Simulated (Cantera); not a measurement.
Input: 1 mol SiF₄, a varied amount of NH₃, 69 mol N₂, equilibrated at 1473.15 K and 1.00 bar.

Cantera equilibrium calculation (NASA polynomials, part measured and part estimated; ideal gas, pure solids and liquids). Candidate condensed phases: Si, Si₃N₄; 37 gas species. Kinetics and transport are ignored.

Problem. Which condensed phases are stable at each of these points (n(NH₃) (mol)): 0.14, 0.21, 0.31, 0.47, 0.7, 1.1, 1.6, 2.4, 3.6, 5.4?

Solution. 
```json
[
 {"n(NH₃) (mol)": "0.14", "condensed phases": "gas only", "Si condensed (%)": "0.0"},
 {"n(NH₃) (mol)": "0.21", "condensed phases": "gas only", "Si condensed (%)": "0.0"},
 {"n(NH₃) (mol)": "0.31", "condensed phases": "gas only", "Si condensed (%)": "0.0"},
 {"n(NH₃) (mol)": "0.47", "condensed phases": "gas only", "Si condensed (%)": "0.0"},
 {"n(NH₃) (mol)": "0.7", "condensed phases": "Si₃N₄(s)", "Si condensed (%)": "0.1"},
 {"n(NH₃) (mol)": "1.1", "condensed phases": "Si₃N₄(s)", "Si condensed (%)": "0.4"},
 {"n(NH₃) (mol)": "1.6", "condensed phases": "Si₃N₄(s)", "Si condensed (%)": "0.7"},
 {"n(NH₃) (mol)": "2.4", "condensed phases": "Si₃N₄(s)", "Si condensed (%)": "1.1"},
 {"n(NH₃) (mol)": "3.6", "condensed phases": "Si₃N₄(s)", "Si condensed (%)": "1.5"},
 {"n(NH₃) (mol)": "5.4", "condensed phases": "Si₃N₄(s)", "Si condensed (%)": "2.1"}
]
```

From 0.14 mol NH₃ to 0.47 mol NH₃ nothing is condensed. From 0.7 mol NH₃ to 5.4 mol NH₃ the condensed part is Si₃N₄(s).
